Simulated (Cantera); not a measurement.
A freely propagating, adiabatic, planar premixed flame of CH₄ : H₂ : O₂ : N₂ : H₂O = 1 : 0.3 : 3.21 : 12.1 : 1.3 (molar parts), equivalence ratio 0.67, unburnt at 373 K and 0.217 atm; mixture-averaged transport, grid criteria slope 0.08 and curve 0.16, no radiation.

Detailed kinetics in Cantera: GRI-Mech 3.0 (53 species, 325 reactions). Burning velocities carry a grid error of a few per cent, more on coarse grids.

x: mole fraction of selected species; z is measured from the peak of heat release.

| z (mm) | T (K) | u (m/s) | x CH₄ | x H₂ | x O₂ | x NO | x CH₂ | x CH₂CO |
|---|---|---|---|---|---|---|---|---|
| -6.74 | 373 | 0.391 | 0.0558 | 0.0165 | 0.179 | <1e-8 | <1e-8 | <1e-8 |
| -4.50 | 375 | 0.393 | 0.0558 | 0.0161 | 0.179 | <1e-8 | <1e-8 | <1e-8 |
| -3.37 | 380 | 0.399 | 0.0555 | 0.0156 | 0.179 | <1e-8 | <1e-8 | <1e-8 |
| -2.25 | ? | 0.447 | 0.0534 | 0.0146 | 0.176 | <1e-8 | <1e-8 | 6.47e-8 |
| -1.12 | ? | 0.765 | 0.0391 | 0.0129 | 0.155 | 1.25e-7 | 4.81e-8 | 1.71e-6 |
| -0.562 | ? | 1.10 | 0.0228 | 0.0119 | 0.127 | 2.96e-7 | 1.16e-6 | 8.49e-6 |
| 0 | ? | 1.42 | 0.00604 | 0.00983 | 0.0935 | 5.78e-7 | 7.83e-6 | 1.38e-5 |
| 0.562 | 1471 | 1.56 | 0.000506 | 0.00651 | 0.0745 | 9.26e-7 | 1.79e-6 | 1.89e-6 |
| 1.12 | 1518 | 1.60 | 2.34e-5 | 0.00495 | 0.0681 | 1.21e-6 | 1.10e-7 | 5.77e-8 |
| 2.25 | 1573 | 1.65 | 6.30e-8 | 0.00417 | 0.0642 | 1.60e-6 | <1e-8 | <1e-8 |
| 4.50 | 1635 | 1.71 | <1e-8 | 0.00308 | 0.0619 | 2.04e-6 | <1e-8 | <1e-8 |
| 8.99 | 1685 | 1.76 | <1e-8 | 0.00171 | 0.0607 | 2.45e-6 | <1e-8 | <1e-8 |
| 18.0 | 1717 | 1.79 | <1e-8 | 0.000719 | 0.0601 | 2.78e-6 | <1e-8 | <1e-8 |

Problem. Some entries are withheld; supply them.

Solution. 
- -2.25, T (K): 426
- -1.12, T (K): 726
- -0.562, T (K): 1038
- 0, T (K): 1341
